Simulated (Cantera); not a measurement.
C2H2 + O2 + H2 (carbon deposition, reforming and gasification)

A closed system holds: 1 mol C2H2, 0.042 mol O2, 59 mol H2, at 1.00 Torr.

These are equilibrium values from Cantera (NASA tables, ideal gas, pure condensed phases), not measurements of a reactor. Candidate condensed phases: C, C6H6, C7H8, C8H18, H2O; 131 gas species. Ions and electrons are included (thermal ionisation). Rates play no part.

| T (K) | log p H | log p H2 | log p C | log p C2H2 (acetylene) | log p C3 | n C(graphite) |
|---|---|---|---|---|---|---|
| 2000 | -4.24 | -2.90 | -10.52 | -6.01 | -10.56 | 1.83 |
| 2500 | -3.19 | -3.17 | -6.78 | -5.14 | -6.30 | 0.874 |
| 3000 | -2.90 | -4.20 | -4.99 | -6.79 | -5.59 | 0 |
| 3500 | -2.88 | -5.31 | -4.69 | -10.29 | -8.01 | 0 |
| 4000 | -2.88 | -6.17 | -4.68 | -13.39 | -10.49 | 0 |
| 4500 | -2.88 | -6.84 | -4.68 | <-14 | -12.43 | 0 |
| 5000 | -2.88 | -7.38 | -4.67 | <-14 | -13.97 | 0 |
log p: log10 of the partial pressure in bar; n: condensed amount in mol.

From 2000 K to 2500 K the condensed part is C(graphite). From 3000 K to 5000 K nothing is condensed. The main C-bearing gas is C2H2 (acetylene) at 2000 K and C at 5000 K.
